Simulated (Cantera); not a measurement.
A Cantera script and what it prints.

```python
import numpy as np
import cantera as ct

gas_names = [...]  # 87 gases of nasa_gas.yaml made of C, H, Si
cond_names = """
    C(gr) C6H6(L) C7H8(L) C8H18(L),n-octa Si(cr) Si(L) SiC(b)
""".split()


# ... load() reads the species with a 1 bar reference pressure and builds the phases ...
atoms = {
    'SiH4': {'Si': 1, 'H': 4},
    'C3H8': {'C': 3, 'H': 8},
    'H2': {'H': 2},
}
top_T = {'C(gr)': 4500, 'SiC(b)': 3050}  # K; cautious upper limits of use, not melting points


# ... equilibrate(T, P, feed) seeds the gas with the atoms and calls Mixture.equilibrate('TP', solver="vcs", rtol=1e-11, max_steps=5000) ...
results = []
feed = {'SiH4': 1, 'C3H8': 0.029, 'H2': 2.6}  # mol
T = 2348.15  # K
P = 13332.2  # Pa
mix = equilibrate(T, P, feed)
results.append((T, P, feed, dict(zip(mix.species_names, mix.species_moles))))
x = sorted(zip(gas.X, gas.species_names), reverse=True)
print(f"T = {T:g} K  P = {P:g} Pa  gas = {mix.phase_moles(0):.4g} mol")
print("   x: " + "  ".join(f"{s} {v:.3e}" for v, s in x if v > 1e-05))
print("   condensed (mol): " + ("  ".join(f"{mix.phase(i).name} {mix.phase_moles(i):.4g}"
      for i in range(1, mix.n_phases) if mix.phase_moles(i) > 1e-12) or "none"))
```

Output:

```
T = 2348.15 K  P = 13332.2 Pa  gas = 4.857 mol
   x: H2 9.531e-01  H 3.304e-02  Si 1.061e-02  SiH 1.277e-03  Si2C 9.980e-04  SiH2 5.438e-04  Si2 2.227e-04  C2H2,acetylene 1.398e-04  SiC2 4.622e-05  Si3 4.085e-05
   condensed (mol): Si(L) 0.8466  SiC(b) 0.08031
```

Equilibrium computed with Cantera from the NASA thermochemical tables; the gas is ideal and each condensed phase is pure. Mutual solubility and eutectic melting of coexisting phases are not modelled. Gases not in the tables: Si2H6 and higher silanes.
